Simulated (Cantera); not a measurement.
A jet of 7.12 % CH4, 8.93 % O2, 84.0 % N2 at 300 K and 0.0612 atm hits a platinum plate 3.6 cm away at a mass flux of 0.032 kg/m²/s; the plate temperature is set and raised in steps from an oxygen-covered start.

Detailed kinetics in Cantera: Deutschmann's 1995 Pt surface mechanism with GRI-Mech 3.0 gas chemistry. Catalytic surfaces can have several steady states; this one follows from the mechanism file's or the stated starting coverage.

One state of this run: wall x CH4 = 0.00528; wall x O2 = 0.00226; wall x H2O = 0.0832; wall x OH = 1.28e-8; wall x CO = 0.0627; wall x CO2 = 0.00684; θ free Pt = 0.966; θ H* = 0.00147; θ CO* = 0.0283; θ C* = 0.00392. x: mole fraction at the wall; θ: surface coverage.

Q: Which value of plate T (K) does it belong to?
(A) 1050
(B) 1150
(C) 1100
(D) 900

A: B, 1150
